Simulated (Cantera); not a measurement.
Mixture: CH₃OH : O₂ : N₂ = 1 : 0.789 : 2.97 (molar parts), equivalence ratio 1.9, at 4.93 atm, adiabatic and at constant volume. Ignition delay is the time to a rise of 400 K.

Detailed kinetics in Cantera: GRI-Mech 3.0 (53 species, 325 reactions). GRI-Mech 3.0 was tuned for natural gas; its chemistry of methanol as a main component is partial and can be far from experiment.

Q: What does this change do: pressure from 4.93 atm to 9.08 atm?

A: 
| quantity | before | after |
|---|---|---|
| delay at 1075 K | 22.4 ms | 14.3 ms |
| delay at 1275 K | 0.641 ms | 0.404 ms |
| delay at 1475 K | 52.0 µs | 32.0 µs |
| delay at 1675 K | 8.69 µs | 5.24 µs |
| delay at 1875 K | 2.33 µs | 1.38 µs |
| apparent activation energy between 1675 and 1875 K | 170 kJ/mol | 170 kJ/mol |

Q: What does this change do: CH3OH 1 to 0.47 parts?

A: 
```
quantity                                                before       after
--------------------------------------------------  ----------  ----------
delay at 1075 K                                        22.4 ms     26.2 ms
delay at 1275 K                                       0.641 ms    0.766 ms
delay at 1475 K                                        52.0 µs     65.3 µs
delay at 1675 K                                        8.69 µs     11.6 µs
delay at 1875 K                                        2.33 µs     3.19 µs
apparent activation energy between 1675 and 1875 K  170 kJ/mol  170 kJ/mol
```
